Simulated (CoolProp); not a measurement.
A single-stage vapour-compression cycle with the fluid: evaporating at 264.15 K (dew point), condensing at 307.15 K (bubble point), superheat 5 K, subcooling 8 K, compressor efficiency 0.75, no pressure losses. The same conditions are run with several fluids, on thermodynamics alone (safety and materials aside).

Computed with CoolProp (reference Helmholtz-energy equation of state of each fluid (propane: Lemmon 2009; R123: Younglove 1994; R141b: Lemmon 2006; sulfur dioxide: Gao 2016; hydrogen sulfide: Lemmon 2006; R1233zd(E): Akasaka 2022)).

```
fluid             cooling COP  pressure ratio  discharge temperature (K)  refrigerating effect (kJ/kg)  volumetric capacity (kJ/m³)
----------------  -----------  --------------  -------------------------  ----------------------------  ---------------------------
propane                  3.95            3.33                      326.7                           305                         2340
R123                     4.19            5.93                      326.4                           153                          226
R141b                    4.23            5.92                      335.2                           206                          199
sulfur dioxide           4.01            4.95                      404.9                           344                         1070
hydrogen sulfide         3.86            3.18                      382.7                           408                         5360
R1233zd(E)               4.17            5.52                      325.0                           170                          325
```
